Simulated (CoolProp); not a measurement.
Model: reference Helmholtz-energy equation of state, Lemmon 2006, in CoolProp. It is a short technical equation, of lower accuracy than the large ones.

Problem. For acetone, give the phase and the density (kg/m³), cp (kJ/(kg K)), isothermal compressibility (1/MPa), expansivity (1/kK) at 383.7 K and 0.101 MPa.

Solution. 
- 383.7 K and 0.101 MPa: gas; density 1.89, cp 1.60, isothermal compressibility 10.2, expansivity 2.90
